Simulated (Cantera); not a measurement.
**Ammonia decomposition in nitride growth gas**

An isothermal, constant-pressure homogeneous reactor starts with 6.25 % NH₃, 93.8 % H₂, at 1748 K and 0.0360 bar.

Cantera simulation using the gas-phase N/H chemistry of the illustrative SiF4/NH3 mechanism in the Surface Chemkin manual (1991); the numbers are that mechanism's predictions, not measurements. Walls and surfaces, which speed up NH3 decomposition in real reactors, are not modelled.

```tsv
t (s)	x NH₃	x H₂	x N₂H₄	x N₂	x N₂H₂	x H
0.000100	0.0625	0.938	<1e-12	<1e-12	<1e-12	1.85e-7
0.000230	0.0625	0.938	<1e-12	<1e-12	<1e-12	4.30e-7
0.000528	0.0625	0.937	<1e-12	<1e-12	<1e-12	9.92e-7
0.00121	0.0625	0.937	<1e-12	5.65e-12	1.39e-12	2.28e-6
0.00279	0.0625	0.937	<1e-12	8.68e-11	7.89e-12	5.26e-6
0.00642	0.0625	0.937	<1e-12	1.20e-9	4.42e-11	1.21e-5
0.0147	0.0625	0.937	4.10e-12	1.61e-8	2.51e-10	2.78e-5
0.0339	0.0625	0.937	2.15e-11	2.24e-7	1.51e-9	6.37e-5
0.0779	0.0625	0.937	1.10e-10	3.43e-6	9.65e-9	0.000144
0.179	0.0623	0.937	4.21e-10	5.07e-5	4.82e-8	0.000283
0.412	0.0617	0.938	6.16e-10	0.000344	7.70e-8	0.000346
0.946	0.0601	0.938	5.99e-10	0.00110	7.52e-8	0.000351
2.18	0.0566	0.940	5.51e-10	0.00274	6.97e-8	0.000358
5.00	0.0495	0.944	4.57e-10	0.00611	5.88e-8	0.000375
```
x: mole fraction; the columns are a selection and need not sum to one.

Equilibrium at this temperature and pressure: NH₃ 1.90e-7, H₂ 0.969, N₂H₄ <1e-12, N₂ 0.0294, N₂H₂ <1e-12, H 0.00119 (gas phase only).
